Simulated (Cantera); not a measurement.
Cantera run:

```python
import numpy as np
import cantera as ct

gas_names = """
    CuF2 CF2
""".split()
cond_names = """
    C(gr) Cu(cr) Cu(L)
""".split()


# ... load() reads the species with a 1 bar reference pressure and builds the phases ...
species = {s.name: s for s in load("nasa_gas.yaml", gas_names) + load("nasa_condensed.yaml", cond_names)}
# Each term lists the table entries of one substance; the one whose range holds T is used.
reactions = {
    'C + CuF2(g) = Cu + CF2(g)':
        [(-1, ['C(gr)']), (-1, ['CuF2']), (1, ['Cu(cr)', 'Cu(L)']), (1, ['CF2'])],
}


def pick(names, T):
    return next(species[n] for n in names if species[n].thermo.min_temp <= T <= species[n].thermo.max_temp)


results = []
for label, terms in reactions.items():
    print(label)
    print("     T/K   dH/kJ  dS/(J/K)   dG/kJ   log10 K")
    for T in [2498, 2548, 2598, 2648, 2698, 2748, 2798, 2848, 2898, 2948]:
        used = [(nu, pick(names, T)) for nu, names in terms]
        dH = sum(nu * s.thermo.h(T) for nu, s in used) / 1e6
        dS = sum(nu * s.thermo.s(T) for nu, s in used) / 1e3
        dG = dH - T * dS / 1e3
        logK = -dG * 1e6 / (ct.gas_constant * T * np.log(10))
        results.append((label, T, dH, dS, dG, logK, [s.name for _, s in used]))
        print(f"{T:8g} {dH:8.1f} {dS:8.1f} {dG:8.1f} {logK:8.2f}")
```

Output:

```
C + CuF2(g) = Cu + CF2(g)
     T/K   dH/kJ  dS/(J/K)   dG/kJ   log10 K
    2498    110.2     22.1     54.9    -1.15
    2548    110.4     22.2     53.8    -1.10
    2598    110.6     22.3     52.7    -1.06
    2648    110.8     22.3     51.6    -1.02
    2698    111.0     22.4     50.5    -0.98
    2748    111.1     22.5     49.4    -0.94
    2798    111.3     22.5     48.2    -0.90
    2848    111.4     22.6     47.1    -0.86
    2898    111.6     22.6     46.0    -0.83
    2948    111.7     22.7     44.9    -0.79
```

Standard-state values (1 bar) from the NASA 1993 polynomials, evaluated with Cantera. Condensed species are held in their standard states even where they would react or evaporate.
